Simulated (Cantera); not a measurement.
What does this Cantera script print?

```python
import numpy as np
import cantera as ct

gas = ct.Solution("gri30.yaml")
gas.TPX = 1025, 2700, {'H2': 0.41, 'O2': 1, 'N2': 0.97, 'H2O': 0.035}
reactor = ct.IdealGasConstPressureReactor(gas, energy="off", clone=False)
net = ct.ReactorNet([reactor])
net.rtol, net.atol = 1e-08, 1e-18
show = ['H2', 'O2', 'H', 'HO2', 'NO', 'NO2', 'N2O']
times = np.geomspace(0.0001, 60, 13)

steps = ct.SolutionArray(gas, extra=["t"])
rows = []
print(f"{'t/s':>10s}{'T/K':>9s}{'P/Pa':>11s}" + "".join(f"{s:>11s}" for s in show))
for t in times:
    while net.time < t:
        t_next = net.step()
        steps.append(gas.state, t=t_next)
    rows.append([np.interp(t, steps.t, y) for y in (steps.T, steps.P, *steps(*show).X.T)])
    print(f"{t:10.3e}{rows[-1][0]:9.1f}{rows[-1][1]:11.4g}" + "".join(f"{x:11.3e}" for x in rows[-1][2:]))
rate = np.gradient(steps.T, steps.t)
print("integrator steps:", len(steps.t))
if steps.T.max() > steps.T[0] + 200:
    print(f"time of steepest temperature rise: {steps.t[rate.argmax()]:.4e} s")
gas.TPX = 1025, 2700, {'H2': 0.41, 'O2': 1, 'N2': 0.97, 'H2O': 0.035}
gas.equilibrate("TP")
print(f"equilibrium (TP): T = {gas.T:.1f} K  " + "  ".join(f"{s} {gas[s].X[0]:.3e}" for s in show))
```

Result:

```
       t/s      T/K       P/Pa         H2         O2          H        HO2         NO        NO2        N2O
 1.000e-04   1025.0       2700  1.698e-01  4.141e-01  2.973e-10  2.723e-10  4.469e-24  2.258e-32  3.345e-19
 3.030e-04   1025.0       2700  1.698e-01  4.141e-01  2.293e-09  8.672e-10  1.555e-22  6.446e-30  5.415e-18
 9.184e-04   1025.0       2700  1.698e-01  4.141e-01  3.584e-07  1.270e-08  5.704e-19  2.831e-25  1.023e-15
 2.783e-03   1025.0       2700  4.325e-02  3.578e-01  6.025e-02  1.218e-05  8.729e-08  1.167e-12  4.627e-10
 8.434e-03   1025.0       2700  2.935e-03  3.563e-01  5.571e-03  1.431e-05  9.228e-07  8.379e-11  3.928e-09
 2.556e-02   1025.0       2700  2.125e-04  3.594e-01  6.816e-05  5.920e-06  9.446e-07  1.717e-09  5.558e-09
 7.746e-02   1025.0       2700  1.799e-05  3.597e-01  1.771e-06  1.085e-06  9.396e-07  7.113e-09  5.984e-09
 2.347e-01   1025.0       2700  2.005e-06  3.597e-01  1.011e-07  1.946e-07  9.367e-07  1.008e-08  6.134e-09
 7.114e-01   1025.0       2700  3.319e-07  3.597e-01  9.811e-09  4.425e-08  9.379e-07  8.877e-09  6.214e-09
 2.156e+00   1025.0       2700  7.639e-08  3.597e-01  1.298e-09  1.205e-08  9.407e-07  6.085e-09  6.268e-09
 6.533e+00   1025.0       2700  2.082e-08  3.597e-01  2.017e-10  3.707e-09  9.430e-07  3.765e-09  6.305e-09
 1.980e+01   1025.0       2700  6.194e-09  3.597e-01  3.429e-11  1.384e-09  9.442e-07  2.555e-09  6.315e-09
 6.000e+01   1025.0       2700  1.957e-09  3.597e-01  6.243e-12  8.439e-10  9.441e-07  2.702e-09  6.261e-09
integrator steps: 1860
equilibrium (TP): T = 1025.0 K  H2 3.720e-10  O2 3.597e-01  H 5.147e-13  HO2 1.185e-09  NO 4.018e-05  NO2 3.910e-07  N2O 3.950e-10
```

Detailed kinetics in Cantera: GRI-Mech 3.0 (53 species, 325 reactions). Radical loss at walls, strong at low pressure, is not modelled. The temperature is held fixed by assumption; the heat of reaction is taken as removed at once.
